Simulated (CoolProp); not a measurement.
Vapour-liquid equilibrium of CH2F2 (R32) (1) + R142b (2) at -6.85 °C; x and y are mole fractions of (1).

Values from CoolProp's multi-fluid Helmholtz-energy mixture model, Tillner-Roth 1997 and Lemmon 2006; pair parameters Bell 2016.

Q: Give the bubble pressure and the first vapour's composition at x = 0.35, 0.65, 0.75. Is there an azeotrope?

A: x = 0.35: 0.3365 MPa, y = 0.761; x = 0.65: 0.4906 MPa, y = 0.894; x = 0.75: 0.5352 MPa, y = 0.924. No azeotrope shows between x = 0.05 and 0.95.

The pair parameters rest on a limited set of measurements; away from them the model extrapolates.
